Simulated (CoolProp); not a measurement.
Saturated liquid density (kg/m³) of carbon dioxide: the reference equation beside estimates from Tc = 31.0 °C, pc = 7.377 MPa, ω = 0.224.

The numbers come from the reference Helmholtz-energy equation of state, Span 1996 in CoolProp.

| T (°C) | reference | van der Waals | Redlich-Kwong | Soave-Redlich-Kwong | Peng-Robinson |
|---|---|---|---|---|---|
| -50.85 | 1158 | 712.5 | 1026 | 1065 | 1207 |
| -48.05 | 1147 | 706.2 | 1015 | 1054 | 1195 |
| -45.25 | 1137 | 699.7 | 1003 | 1043 | 1182 |
| -42.45 | 1126 | 693.2 | 991.6 | 1031 | 1169 |
| -39.65 | 1115 | 686.5 | 979.6 | 1019 | 1156 |
| -36.85 | 1104 | 679.6 | 967.2 | 1007 | 1143 |
| -34.05 | 1093 | 672.6 | 954.6 | 994.6 | 1129 |
| -31.25 | 1081 | 665.4 | 941.7 | 981.7 | 1114 |
| -28.45 | 1069 | 658.1 | 928.4 | 968.5 | 1099 |
| -25.65 | 1057 | 650.5 | 914.8 | 954.8 | 1084 |

Absolute difference from the reference over all 10 rows, mean and median: van der Waals 38.4 and 38.4 %, Redlich-Kwong 12.3 and 12.3 %, Soave-Redlich-Kwong 8.7 and 8.7 %, Peng-Robinson 3.5 and 3.6 %.
